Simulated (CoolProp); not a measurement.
Properties of water along the isotherm 720.1 K.

Computed with CoolProp (reference Helmholtz-energy equation of state, Wagner 2002).

```csv
p (MPa),phase,cp (kJ/(kg K)),isothermal compressibility (1/MPa),expansivity (1/kK),Prandtl number
1.1,gas,2.149,0.9194,1.450,0.929
2.21,gas,2.208,0.4631,1.516,___
3.31,gas,___,0.3131,1.586,0.948
4.41,gas,2.337,0.2381,1.662,0.959
5.52,gas,___,0.1929,1.744,0.972
6.62,gas,2.487,0.1632,1.831,0.985
7.72,gas,2.570,0.1421,1.926,0.999
8.83,gas,2.660,0.1263,2.029,___
9.93,gas,2.755,0.1142,2.139,___
11,gas,2.855,0.1049,2.255,1.05
```

Problem. Fill in the missing entries.

Solution. 
- 2.21, Prandtl number: 0.938
- 3.31, cp (kJ/(kg K)): 2.270
- 5.52, cp (kJ/(kg K)): 2.410
- 8.83, Prandtl number: 1.01
- 9.93, Prandtl number: 1.03

Viscosity comes from a separate model (Huber 2009). Thermal conductivity comes from a separate model (Huber 2012).
